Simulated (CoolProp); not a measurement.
Saturation properties of decamethylcyclopentasiloxane (D5) (Tc = 618.3 K, pc = 1.078 MPa, ω = 0.631).

Values from CoolProp's reference Helmholtz-energy equation of state, Thol 2019.

```tsv
T (K)	p (MPa)	liquid density (kg/m³)	vapour Z	surface tension (mN/m)
416.4	0.01461	825.5	0.9780	9.69
439.2	0.03071	799.1	0.9617	8.24
462	0.05852	…	0.9385	6.86
484.8	0.1030	742.2	…	5.54
507.7	…	710.3	0.8661	4.30
530.5	0.2663	675.0	0.8140	3.15
553.3	0.3989	634.2	0.7478	2.11
576.2	0.5781	583.5	0.6610	1.18
599	0.8148	510.9	0.5383	0.422
```

Fill in the missing entries.


- 462, liquid density (kg/m³): 771.5
- 484.8, vapour Z: 0.9071
- 507.7, p (MPa): 0.1702

It boils at 484.1 K under 1 atm.

Surface tension comes from a separate correlation (Mulero 2014), older than this fluid's equation and unchecked against measurements.
